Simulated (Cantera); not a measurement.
A freely propagating, adiabatic, planar premixed flame of CH4 : C2H6 : O2 : N2 : CO2 = 1 : 0.79 : 6.03 : 22.7 : 1.7 (molar parts), equivalence ratio 0.79, unburnt at 523 K and 0.220 bar; mixture-averaged transport, grid criteria slope 0.08 and curve 0.16, no radiation.

Cantera simulation using GRI-Mech 3.0 (53 species, 325 reactions); the numbers are that mechanism's predictions, not measurements. Burning velocities carry a grid error of a few per cent, more on coarse grids.

**Question.** Predict: laminar burning velocity; thermal thickness; peak x(H); peak x(CH2CO); peak x(HCO).

**Answer.** 
```json
{
  "laminar_burning_velocity": "86.2 cm/s",
  "thermal_thickness": "1.60 mm",
  "peak x(H)": "0.00694",
  "peak x(CH2CO)": "0.000328",
  "peak x(HCO)": "4.82e-5"
}
```
